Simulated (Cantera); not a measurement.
Input (Python, Cantera):

```python
import numpy as np
import cantera as ct

gas = ct.Solution("gri30.yaml")
gas.TPX = 1523, 3000, {'CH4': 1, 'N2': 74}
reactor = ct.IdealGasConstPressureReactor(gas, energy="off", clone=False)
net = ct.ReactorNet([reactor])
net.rtol, net.atol = 1e-08, 1e-18
show = ['CH4', 'C2H6', 'CH2', 'C2H', 'C2H2', 'H']
times = np.geomspace(7e-06, 10, 12)

steps = ct.SolutionArray(gas, extra=["t"])
rows = []
print(f"{'t/s':>10s}{'T/K':>9s}{'P/Pa':>11s}" + "".join(f"{s:>11s}" for s in show))
for t in times:
    while net.time < t:
        t_next = net.step()
        steps.append(gas.state, t=t_next)
    rows.append([np.interp(t, steps.t, y) for y in (steps.T, steps.P, *steps(*show).X.T)])
    print(f"{t:10.3e}{rows[-1][0]:9.1f}{rows[-1][1]:11.4g}" + "".join(f"{x:11.3e}" for x in rows[-1][2:]))
rate = np.gradient(steps.T, steps.t)
print("integrator steps:", len(steps.t))
if steps.T.max() > steps.T[0] + 200:
    print(f"time of steepest temperature rise: {steps.t[rate.argmax()]:.4e} s")
gas.TPX = 1523, 3000, {'CH4': 1, 'N2': 74}
gas.equilibrate("TP")
print(f"equilibrium (TP): T = {gas.T:.1f} K  " + "  ".join(f"{s} {gas[s].X[0]:.3e}" for s in show))
```

It prints:

```
       t/s      T/K       P/Pa        CH4       C2H6        CH2        C2H       C2H2          H
 7.000e-06   1523.0       3000  1.333e-02  3.048e-19  1.845e-18  2.291e-35  1.080e-24  1.366e-09
 2.539e-05   1523.0       3000  1.333e-02  1.644e-17  8.189e-17  3.926e-32  1.581e-22  4.594e-09
 9.208e-05   1523.0       3000  1.333e-02  1.009e-15  3.429e-15  7.271e-29  3.346e-20  1.292e-08
 3.340e-04   1523.0       3000  1.333e-02  7.670e-14  1.031e-13  1.949e-25  1.379e-17  2.267e-08
 1.211e-03   1523.0       3000  1.333e-02  4.979e-12  1.405e-12  2.749e-22  4.532e-15  2.418e-08
 4.393e-03   1523.0       3000  1.333e-02  2.410e-10  1.321e-11  2.269e-19  9.836e-13  2.425e-08
 1.593e-02   1523.0       3000  1.333e-02  8.735e-09  1.400e-10  1.537e-16  1.820e-10  2.522e-08
 5.779e-02   1523.0       3000  1.331e-02  1.980e-07  1.599e-09  8.937e-14  3.224e-08  3.797e-08
 2.096e-01   1523.0       3000  1.316e-02  2.695e-06  1.590e-08  1.811e-11  5.536e-06  2.102e-07
 7.602e-01   1523.0       3000  1.110e-02  9.779e-06  6.168e-08  1.093e-09  5.634e-04  2.411e-06
 2.757e+00   1523.0       3000  6.165e-03  2.664e-06  3.687e-08  4.801e-09  3.383e-03  6.826e-06
 1.000e+01   1523.0       3000  2.140e-03  3.901e-07  1.804e-08  8.596e-09  5.494e-03  1.194e-05
integrator steps: 1006
equilibrium (TP): T = 1523.0 K  CH4 1.332e-06  C2H6 3.336e-13  CH2 2.105e-11  C2H 1.209e-09  C2H2 5.837e-04  H 1.887e-05
```

Model: GRI-Mech 3.0 (53 species, 325 reactions), integrated in Cantera. GRI-Mech 3.0 stops at C3 and has no aromatics, soot or wall deposition, so with more carbon than oxygen in the feed, carbon stays in small species such as C2H2 where larger ones or solid carbon would form. Radical loss at walls, strong at low pressure, is not modelled.
